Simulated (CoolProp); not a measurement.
100 sccm (0 °C, 1 atm) of nitrogen bubbles through liquid n-nonane at 301.4 K and leaves saturated at a total pressure of 0.0114 MPa (ideal gas phase). Each further row changes one setting.

Computed with CoolProp (reference Helmholtz-energy equation of state, Lemmon 2006). It is a short technical equation, of lower accuracy than the large ones.

```csv
case,vapour pressure (kPa),mole fraction of vapour,delivery (mg/min),delivery (sccm),change of delivery for a bath 1 K warmer (%)
as stated,0.711,___,___,6.65,6.7
bath temperature 306.4 K,0.960,0.0842,___,9.19,6.6
total pressure 0.0228 MPa,0.711,0.0312,___,___,___
```

### Question
Fill in the missing entries.

### Answer

- as stated, mole fraction of vapour: 0.0623
- as stated, delivery (mg/min): 38.0
- bath temperature 306.4 K, delivery (mg/min): 52.6
- total pressure 0.0228 MPa, delivery (mg/min): 18.4
- total pressure 0.0228 MPa, delivery (sccm): 3.22
- total pressure 0.0228 MPa, change of delivery for a bath 1 K warmer (%): 6.5
